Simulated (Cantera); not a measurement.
Feed: 1 mol SiH2Cl2, 0.027 mol HCl, 9.3 mol H2, held at 133 Pa.

Method: chemical equilibrium by Gibbs-energy minimisation in Cantera with the NASA 1993 tables (ideal gas, pure condensed phases). Candidate condensed phases: Si; 19 gas species. The numbers say what is thermodynamically allowed, not how fast it happens.

Q: What share of the Si ends up in condensed phases as a function of T (°C), at 527, 602, 677, 752, 827, 902, 977, 1052, 1127, 1202?

A: 
```tsv
T (°C)	Si condensed (%)	as
527	49.2	Si(s)
602	51.4	Si(s)
677	55.0	Si(s)
752	59.0	Si(s)
827	61.6	Si(s)
902	61.4	Si(s)
977	60.1	Si(s)
1052	58.8	Si(s)
1127	57.6	Si(s)
1202	56.5	Si(s)
```
